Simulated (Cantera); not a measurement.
# Ignition delay

Mixture: 37.5 % H2, 12.5 % O2, 46.9 % N2, 3.15 % H2O, equivalence ratio 1.5, at 5.00 bar, adiabatic and at constant volume. Ignition delay is the time to a rise of 400 K.

Cantera simulation using the H2/O2 subset of GRI-Mech 3.0, which has no nitrogen chemistry; the numbers are that mechanism's predictions, not measurements. The hydrogen kinetics of GRI-Mech 3.0 are dated; newer H2 mechanisms differ, most at raised pressure. Where the delays flatten at high temperature, the 400 K rule measures the pace of heat release, not the induction time.

```
T0 (K)  delay (ms)
------  ----------
1223        0.0176
1298       0.00790
1373       0.00494
1448       0.00350
1523       0.00267
1598       0.00213
1673       0.00176
1748       0.00151
1823       0.00133
```
